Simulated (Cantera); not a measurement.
Mixture: CO : H₂ : CH₄ : O₂ : N₂ = 1 : 0.57 : 0.063 : 0.569 : 2.14 (molar parts), equivalence ratio 1.6, at 3750 Torr, adiabatic and at constant volume. Ignition delay is the time to a rise of 400 K.

Detailed kinetics in Cantera: GRI-Mech 3.0 (53 species, 325 reactions). Where the delays flatten at high temperature, the 400 K rule measures the pace of heat release, not the induction time.

Q: Predict: delay at 1225 K; delay at 1425 K; delay at 1625 K; delay at 1825 K; delay at 2025 K.

A: 
* **delay at 1225 K**: 24.3 µs
* **delay at 1425 K**: 6.44 µs
* **delay at 1625 K**: 3.15 µs
* **delay at 1825 K**: 1.92 µs
* **delay at 2025 K**: 1.41 µs
